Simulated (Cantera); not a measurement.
Charge: 1 mol Pb, 1.2 mol CO, held at 1523.15 K and 41000 Pa.

Cantera equilibrium calculation (NASA polynomials, part measured and part estimated; ideal gas, pure solids and liquids). Candidate condensed phases: C, Pb, PbO, PbO2, Pb3O4; 15 gas species. Equilibrium is a limit: real reactors are often held back by kinetics, nucleation or transport.

Base state: CO 0.925, Pb 0.0746, CO2 0.000190, Pb2 3.61e-5 (mole fractions); condensed: C(graphite) + Pb(l).

Problem. What changes in the equilibrium state with this change: Pb replaced by Cu?

Solution. 
```
species             before     after
----------------  --------  --------
CO                   0.925     1.000
CO2               0.000190  0.000222
Cu                       0   2.94e-5
Pb                  0.0746         0
Pb2                3.61e-5         0
C(graphite), mol  0.000247  0.000267
Pb(l), mol           0.903         0
Cu(l), mol               0     1.000
```
Further candidate phases: Cu, CuO, Cu2O.
